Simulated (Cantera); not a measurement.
# Equilibrium for silicon carbide growth: SiCl4 + HCl + H2 + C2H2

Input: 1 mol SiCl4, 4.6 mol HCl, 790 mol H2, 0.92 mol C2H2, equilibrated at 12.0 mbar.

Equilibrium computed with Cantera from the NASA thermochemical tables; the gas is ideal and each condensed phase is pure. Candidate condensed phases: C, C6H6, C7H8, C8H18, Si, SiC; 109 gas species. The tables' values for SiCl are old estimates; treat these amounts as uncertain. Gases not in the tables: Si2H6 and higher silanes. The numbers say what is thermodynamically allowed, not how fast it happens.

| T (K) | x H2 | x H | x HCl | x Si | x C2H2 (acetylene) | x Cl | n C(graphite) | n SiC(s) |
|---|---|---|---|---|---|---|---|---|
| 1198 | 0.989 | 1.73e-6 | 0.0108 | <1e-12 | 9.78e-8 | 1.63e-8 | 0.690 | 1.000 |
| 1298 | 0.989 | 9.73e-6 | 0.0108 | 9.92e-12 | 5.52e-7 | 8.95e-8 | 0.765 | 0.999 |
| 1398 | 0.989 | 4.30e-5 | 0.0108 | 3.09e-10 | 2.42e-6 | 3.86e-7 | 0.796 | 0.999 |
| 1498 | 0.989 | 0.000156 | 0.0108 | 6.05e-9 | 8.72e-6 | 1.37e-6 | 0.804 | 0.998 |
| 1598 | 0.989 | 0.000483 | 0.0108 | 8.14e-8 | 2.66e-5 | 4.16e-6 | 0.785 | 0.996 |
| 1698 | 0.988 | 0.00131 | 0.0108 | 8.03e-7 | 7.12e-5 | 1.11e-5 | 0.722 | 0.994 |
| 1798 | 0.986 | 0.00319 | 0.0107 | 6.13e-6 | 0.000170 | 2.66e-5 | 0.574 | 0.986 |
| 1898 | 0.982 | 0.00707 | 0.0107 | 3.77e-5 | 0.000369 | 5.80e-5 | 0.288 | 0.952 |
| 1998 | 0.974 | 0.0145 | 0.0105 | 0.000207 | 0.000644 | 0.000117 | 0 | 0.783 |
| 2098 | 0.960 | 0.0275 | 0.0103 | 0.000963 | 0.00105 | 0.000218 | 0 | 0.0250 |
| 2198 | 0.938 | 0.0492 | 0.0101 | 0.00106 | 0.00107 | 0.000385 | 0 | 0 |
| 2298 | 0.904 | 0.0831 | 0.00966 | 0.00109 | 0.00105 | 0.000640 | 0 | 0 |
| 2398 | 0.855 | 0.133 | 0.00904 | 0.00108 | 0.00102 | 0.00100 | 0 | 0 |
x: gas mole fraction; n: condensed amount in mol.

From 1198 K to 1898 K the condensed part is C(graphite) + SiC(s). From 1998 K to 2098 K the condensed part is SiC(s). From 2198 K to 2398 K nothing is condensed. The main Si-bearing gas is SiCl2 at 1198 K and Si at 2398 K.
